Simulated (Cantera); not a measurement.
Input: 1 mol SiCl₄, 3.7 mol H₂, at 1498 K and 18000 Torr.

Method: chemical equilibrium by Gibbs-energy minimisation in Cantera with the NASA 1993 tables (ideal gas, pure condensed phases). Candidate condensed phases: Si; 19 gas species. The tables' values for SiCl₃ are old estimates; treat these amounts as uncertain. Equilibrium is a limit: real reactors are often held back by kinetics, nucleation or transport.

Base state: H₂ 0.674, HCl 0.117, SiCl₄ 0.108, SiHCl₃ 0.0639, SiCl₃ 0.0192, SiCl₂ 0.0109, SiH₂Cl₂ 0.00600, SiH₃Cl 0.000165 (mole fractions); condensed: gas only.

Q: What changes in the equilibrium state with this change: temperature from 1498 K to 1125 K?

A: 
```tsv
species	before	after
H₂	0.674	0.739
SiCl₄	0.108	0.166
HCl	0.117	0.0481
SiCl₂	0.0109	4.30e-5
SiCl₃	0.0192	0.000762
SiHCl₃	0.0639	0.0443
SiH₃Cl	0.000165	1.27e-5
SiH₂Cl₂	0.00600	0.00145
```
